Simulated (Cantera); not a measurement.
Input (Python, Cantera) and output of one run.

```python
import numpy as np
import cantera as ct

gas_names = """
    HCL H2
""".split()
cond_names = """
    Fe(a) Fe(c) Fe(d) Fe(L) FeCL2(s) FeCL2(L)
""".split()


def load(file, names, dense=False):
    # The tables refer to 1 bar. Condensed volumes are neglected.
    table = {s.name: s for s in ct.Species.list_from_file(file)}
    out = []
    for n in names:
        d = dict(table[n].input_data)
        d["thermo"] = dict(d["thermo"], **{"reference-pressure": 1e5})
        if dense:
            d["equation-of-state"] = {"model": "constant-volume", "density": "1e6 g/cm^3"}
        out.append(ct.Species.from_dict(d))
    return out


species = {s.name: s for s in load("nasa_gas.yaml", gas_names) + load("nasa_condensed.yaml", cond_names)}
# Each term lists the table entries of one substance; the one whose range holds T is used.
reactions = {
    'Fe + 2 HCl(g) = H2(g) + FeCl2':
        [(-1, ['Fe(a)', 'Fe(c)', 'Fe(d)', 'Fe(L)']), (-2, ['HCL']), (1, ['H2']), (1, ['FeCL2(s)', 'FeCL2(L)'])],
}


def pick(names, T):
    return next(species[n] for n in names if species[n].thermo.min_temp <= T <= species[n].thermo.max_temp)


results = []
for label, terms in reactions.items():
    print(label)
    print("     T/K   dH/kJ  dS/(J/K)   dG/kJ   log10 K")
    for T in [350, 550, 750, 950, 1150]:
        used = [(nu, pick(names, T)) for nu, names in terms]
        dH = sum(nu * s.thermo.h(T) for nu, s in used) / 1e6
        dS = sum(nu * s.thermo.s(T) for nu, s in used) / 1e3
        dG = dH - T * dS / 1e3
        logK = -dG * 1e6 / (ct.gas_constant * T * np.log(10))
        results.append((label, T, dH, dS, dG, logK, [s.name for _, s in used]))
        print(f"{T:8g} {dH:8.1f} {dS:8.1f} {dG:8.1f} {logK:8.2f}")
```

Result:

```
Fe + 2 HCl(g) = H2(g) + FeCl2
     T/K   dH/kJ  dS/(J/K)   dG/kJ   log10 K
     350   -156.1   -148.9   -103.9    15.51
     550   -151.6   -138.7    -75.3     7.15
     750   -147.5   -132.3    -48.2     3.36
     950   -144.6   -128.9    -22.1     1.22
    1150    -98.7    -80.9     -5.6     0.26
```

Source: NASA polynomial tables (part measured, part estimated), evaluated in Cantera. Condensed species are held in their standard states even where they would react or evaporate.
